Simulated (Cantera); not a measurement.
Charge: 1 mol CuO, 1 mol CH₄, 2.5 mol CO, equilibrated at 2073.15 K and 3.70 mbar.

Method: chemical equilibrium by Gibbs-energy minimisation in Cantera with the NASA 1993 tables (ideal gas, pure condensed phases). Candidate condensed phases: C, C₆H₆, C₇H₈, C₈H₁₈, Cu, CuO, Cu(OH)₂, Cu₂O, H₂O; 113 gas species. Rates play no part.

Base state: CO 0.532, H₂ 0.292, Cu 0.152, H 0.0234, Cu₂ 5.41e-5 (mole fractions); condensed: gas only.

Problem. What changes in the equilibrium state with this change: pressure from 3.70 mbar to 1.00 bar?

Solution. 
```
species      before    after
----------  -------  -------
CO            0.532    0.631
H₂            0.292    0.359
Cu            0.152  0.00829
H            0.0234  0.00158
CH₄         5.12e-9  1.35e-5
H₂O         1.11e-6  6.77e-5
CO₂         4.16e-7  2.45e-5
Cu(l), mol        0    0.954
```

Problem. What changes in the equilibrium state with this change: pressure from 3.70 mbar to 0.100 bar?

Solution. 
```
species      before     after
----------  -------  --------
CO            0.532     0.582
H₂            0.292     0.330
Cu            0.152    0.0829
H            0.0234   0.00478
H₂O         1.11e-6   1.21e-5
Cu₂         5.41e-5  0.000435
Cu(l), mol        0     0.496
```
